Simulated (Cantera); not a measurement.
**Pb + CO + H2 (iron carbonyl, mercury and lead vapours)**

A closed system holds: 1 mol Pb, 0.05 mol CO, 0.41 mol H2, at 210000 Pa.

Equilibrium computed with Cantera from the NASA thermochemical tables; the gas is ideal and each condensed phase is pure. Candidate condensed phases: C, C6H6, C7H8, C8H18, H2O, Pb, PbO, PbO2, Pb3O4; 113 gas species. Rates play no part.

```json
[
 {"T (K)": "1048", "x H2": "0.839", "x CO": "0.0685", "x CH4": "0.0462", "x Pb": "2.13e-5", "x H2O": "0.0421", "x CO2": "0.00408", "n Pb(l)": "1.000"},
 {"T (K)": "1098", "x H2": "0.858", "x CO": "0.0832", "x CH4": "0.0292", "x Pb": "5.56e-5", "x H2O": "0.0267", "x CO2": "0.00257", "n Pb(l)": "1.000"},
 {"T (K)": "1148", "x H2": "0.870", "x CO": "0.0928", "x CH4": "0.0183", "x Pb": "0.000133", "x H2O": "0.0168", "x CO2": "0.00152", "n Pb(l)": "1.000"},
 {"T (K)": "1198", "x H2": "0.878", "x CO": "0.0987", "x CH4": "0.0116", "x Pb": "0.000297", "x H2O": "0.0108", "x CO2": "0.000886", "n Pb(l)": "1.000"},
 {"T (K)": "1248", "x H2": "0.882", "x CO": "0.102", "x CH4": "0.00755", "x Pb": "0.000619", "x H2O": "0.00703", "x CO2": "0.000523", "n Pb(l)": "1.000"},
 {"T (K)": "1298", "x H2": "0.884", "x CO": "0.104", "x CH4": "0.00501", "x Pb": "0.00122", "x H2O": "0.00470", "x CO2": "0.000316", "n Pb(l)": "0.999"},
 {"T (K)": "1348", "x H2": "0.885", "x CO": "0.106", "x CH4": "0.00341", "x Pb": "0.00227", "x H2O": "0.00322", "x CO2": "0.000196", "n Pb(l)": "0.999"},
 {"T (K)": "1398", "x H2": "0.885", "x CO": "0.106", "x CH4": "0.00238", "x Pb": "0.00406", "x H2O": "0.00226", "x CO2": "0.000125", "n Pb(l)": "0.998"},
 {"T (K)": "1448", "x H2": "0.883", "x CO": "0.107", "x CH4": "0.00169", "x Pb": "0.00695", "x H2O": "0.00161", "x CO2": "8.22e-5", "n Pb(l)": "0.997"},
 {"T (K)": "1498", "x H2": "0.880", "x CO": "0.106", "x CH4": "0.00123", "x Pb": "0.0115", "x H2O": "0.00118", "x CO2": "5.52e-5", "n Pb(l)": "0.995"},
 {"T (K)": "1548", "x H2": "0.874", "x CO": "0.106", "x CH4": "0.000904", "x Pb": "0.0183", "x H2O": "0.000869", "x CO2": "3.78e-5", "n Pb(l)": "0.991"},
 {"T (K)": "1598", "x H2": "0.865", "x CO": "0.105", "x CH4": "0.000672", "x Pb": "0.0284", "x H2O": "0.000650", "x CO2": "2.63e-5", "n Pb(l)": "0.987"},
 {"T (K)": "1648", "x H2": "0.853", "x CO": "0.104", "x CH4": "0.000503", "x Pb": "0.0428", "x H2O": "0.000491", "x CO2": "1.86e-5", "n Pb(l)": "0.979"}
]
```
x: gas mole fraction; n: condensed amount in mol.

From 1048 K to 1648 K the condensed part is Pb(l). The main Pb-bearing gas is Pb throughout.
